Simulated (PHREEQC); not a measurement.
Make-up at 25 °C and 500 atm: 0.012 mol/kgw Cu(BF4)2, 0.0091 mol/kgw H2SO4 and 0.052 mol/kgw NaCl. Closed to the air; pH follows from the charge balance.

All values are PHREEQC results (ion-association model, phreeqc.dat), not measurements.

| quantity | before | after |
|---|---|---|
| pH | 1.89 | 1.01 |
| ionic strength (mol/kgw) | 0.104 | 0.225 |
| HSO4- (mol/kgw) | 0.00195 | 0.0588 |
| NaSO4- (mol/kgw) | 0.000535 | 0.00197 |
| SI of Halite (NaCl) | -4.44 | -4.50 |

Problem. Name the change that produced these shifts.
(A) H2SO4 from 0.0091 to 0.00455 mol/kgw
(B) diluted 100-fold with water
(C) H2SO4 from 0.0091 to 0.091 mol/kgw
(D) 0.031 mol/kgw NaNO3 added
(E) Cu(BF4)2 left out

Solution. C, H2SO4 from 0.0091 to 0.091 mol/kgw

This is a speciation only: nothing precipitates in the calculation. Under pressure, the constants of complexes without a molar volume in the database are unreliable. Real BF4- forms and hydrolyses slowly; the run takes it at equilibrium.
